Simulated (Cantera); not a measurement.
A perfectly stirred reactor is fed with 0.219 % CH4, 99.5 % H2, 0.239 % CO2, at 0.0133 bar; it is held at 2475 K, and followed from long to short residence time.

Model: GRI-Mech 3.0 (53 species, 325 reactions), integrated in Cantera. Radical loss at walls, strong at low pressure, is not modelled.

**Question.** Predict: x(CH4) at τ = 9.50 s; x(H2) at τ = 9.50 s; x(CO2) at τ = 9.50 s; x(H) at τ = 9.50 s; x(CH4) at τ = 53.0 ms; x(H2) at τ = 53.0 ms; x(CO2) at τ = 53.0 ms; x(H) at τ = 53.0 ms.

**Answer.** 
```
Item                      Value
---------------------  --------
x(CH4) at τ = 9.50 s    6.26e-7
x(H2) at τ = 9.50 s       0.826
x(CO2) at τ = 9.50 s    1.84e-7
x(H) at τ = 9.50 s        0.170
x(CH4) at τ = 53.0 ms  0.000369
x(H2) at τ = 53.0 ms      0.961
x(CO2) at τ = 53.0 ms   2.51e-5
x(H) at τ = 53.0 ms      0.0329
```
